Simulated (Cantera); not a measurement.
## Fe(CO)5 + CO + H2 (iron carbonyl, mercury and lead vapours)

Feed: 1 mol Fe(CO)5, 3.7 mol CO, 0.15 mol H2, equilibrated at 1173 K.

Method: chemical equilibrium by Gibbs-energy minimisation in Cantera with the NASA 1993 tables (ideal gas, pure condensed phases). Candidate condensed phases: C, C6H6, C7H8, C8H18, Fe, Fe(CO)5, FeO, Fe(OH)2, Fe(OH)3, Fe2O3, Fe3O4, H2O; 114 gas species. The tables' stoichiometric FeO is somewhat more stable than real wüstite, so its field is too wide. FeO: taken at fixed stoichiometry. Condensed phases not in the tables: cementite and carbon dissolved in iron. The numbers say what is thermodynamically allowed, not how fast it happens.

| P (Pa) | log p CO | log p CO2 | log p H2 | log p H2O | log p CH4 | log p H | log p Fe | log p HCHO (formaldehyde) | n Fe(α) | n C(graphite) | n FeO(s) |
|---|---|---|---|---|---|---|---|---|---|---|---|
| 10 | -4.01 | -9.57 | -5.77 | -11.23 | -13.25 | -9.81 | -10.71 | <-16 | 1.000 | 0 | 0 |
| 100 | -3.01 | -7.57 | -4.77 | -9.23 | -11.25 | -9.31 | -10.71 | -14.08 | 1.00 | 0 | 0 |
| 1000 | -2.01 | -5.57 | -3.77 | -7.23 | -9.25 | -8.81 | -10.71 | -12.08 | 1.00 | 0.00244 | 0 |
| 10000 | -1.01 | -3.57 | -2.77 | -5.23 | -7.25 | -8.31 | -10.71 | -10.08 | 1.00 | 0.0242 | 0 |
| 100000 | -0.02 | -1.59 | -1.77 | -3.24 | -5.26 | -7.82 | -10.71 | -8.09 | 1.00 | 0.225 | 0 |
| 1000000 | 0.90 | 0.25 | -0.76 | -1.30 | -3.22 | -7.31 | -10.74 | -6.15 | 0 | 2.21 | 1.00 |
log p: log10 of the partial pressure in bar; n: condensed amount in mol.

From 10.0 Pa to 1.00 mbar the condensed part is Fe(α). From 10.0 mbar to 1.00 bar the condensed part is C(graphite) + Fe(α). At 10.0 bar the condensed part is C(graphite) + FeO(s).
